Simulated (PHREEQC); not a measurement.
H2SO4 is added in steps, without added water, to 1 kg of water holding 0.01 mol Na2SiF6, at 25 °C. Oxygen is held at 0.21 atm. CO2 is held at log p = -2 (atm). Only these solids could form: SiO2(a).

Base run: PHREEQC, ion-association model, phreeqc.dat. Each further column changes one thing. The table gives HSO4- (mol/kgw).

```tsv
H2SO4 added (mol)	base	all activity coefficients set to 1	metal-ligand complexes left out	Debye-Hückel limiting law	Davies equation for every ion
0	0	0	0	0	0
0.0002875	1.43e-5	2.13e-5	1.50e-5	1.23e-5	1.39e-5
0.000575	3.66e-5	5.50e-5	3.82e-5	3.13e-5	3.54e-5
0.0008625	6.78e-5	0.000103	7.07e-5	5.77e-5	6.55e-5
0.00115	0.000108	0.000164	0.000113	9.17e-5	0.000105
0.001437	0.000158	0.000239	0.000164	0.000133	0.000152
0.001725	0.000216	0.000326	0.000224	0.000182	0.000208
0.002012	0.000282	0.000424	0.000293	0.000238	0.000272
0.0023	0.000356	0.000533	0.000369	0.000300	0.000344
```

SiF6-2 is the database's only silicon fluoride.
